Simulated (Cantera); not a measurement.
An isothermal, constant-pressure homogeneous reactor starts with 51.0 % NH₃, 49.0 % N₂, at 1825 K and 0.0326 atm.

Detailed kinetics in Cantera: the gas-phase N/H chemistry of the illustrative SiF4/NH3 mechanism in the Surface Chemkin manual (1991). Walls and surfaces, which speed up NH3 decomposition in real reactors, are not modelled.

One state of this run: x NH₃ = 0.301; x N = 3.12e-7; x N₂ = 0.491; x NH₂ = 0.000320; x N₂H₄ = 7.50e-9; x N₂H₂ = 1.45e-6; x H₂ = 0.207. x: mole fraction; the columns are a selection and need not sum to one.

Question: Which value of t (s) does it belong to?
A) 200
B) 0.00326
C) 1.78
D) 2.90e-5

Answer: C, 1.78
